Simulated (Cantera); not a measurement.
Input: 1 mol Ta(OEt)₅, 2.1 mol CH₄, 12 mol H₂, 0.39 mol CO₂, equilibrated at 34.0 Pa.

Equilibrium computed with Cantera from the NASA thermochemical tables; the gas is ideal and each condensed phase is pure. Candidate condensed phases: C, C₆H₆, C₇H₈, C₈H₁₈, H₂O, Ta, TaC, Ta₂O₅; 113 gas species. The feed counts by its element totals alone. TaC: taken at fixed stoichiometry. Condensed phases not in the tables: Ta₂C. Kinetics and transport are ignored.

At 1900 °C, list the 5 most abundant gas species with their mole fractions, and the condensed phases.

H₂ 0.639, H 0.209, CO 0.150, C₂H₂ (acetylene) 0.00141, C₂H 1.48e-5. Condensed: C(graphite) + TaC(s).
